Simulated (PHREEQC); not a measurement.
Solution (25 °C): 0.0036 mol HF, 0.012 mol H2SiF6 and 3.6e-05 mol HNO3 per kg of water. Closed to the air; pH follows from the charge balance.

All values are PHREEQC results (ion-association model, wateq4f.dat), not measurements.

This is a speciation only: nothing precipitates in the calculation.

### Question
Order these F species by the share of F that they hold, largest first: F-, HF, SiF6-2, H2F2.

### Answer
SiF6-2 (92 %), HF (7.7 %), F- (0.31 %), H2F2 (0.24 %)

The pH is 1.69 and the ionic strength 0.0350 mol/kgw. Examples of supersaturated solids here: Quartz (slow to form), Chalcedony (slow to form). Others may be too. Species that the database lacks are ignored. SiF6-2 is the database's only silicon fluoride.
